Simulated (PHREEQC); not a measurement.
## Brackish or sea water: speciation

A made-up water analysis in mg/kgw, 30 °C, pH 7.55, pe 10.4:

| constituent | mg/kgw |
|---|---|
| Na | 9950 |
| K | 5.98 |
| Ca | 812 |
| Mg | 12.5 |
| Cl | 16100 |
| S(6) as SO4 | 1660 |
| Alkalinity as HCO3 | 0.903 |
| O(0) (dissolved oxygen) | 7.01 |

Cl is adjusted to close the charge balance.
Valence states are taken as typed.

Computed with PHREEQC (ion-association model, wateq4f.dat).

This is a speciation only: nothing precipitates in the calculation.

Q: Estimate the activity of water.

A: activity of water 0.985.

Q: In which forms is Mg present?

A: Mg+2 87 %, MgSO4 13 % of the Mg.

Species that the database lacks are ignored.
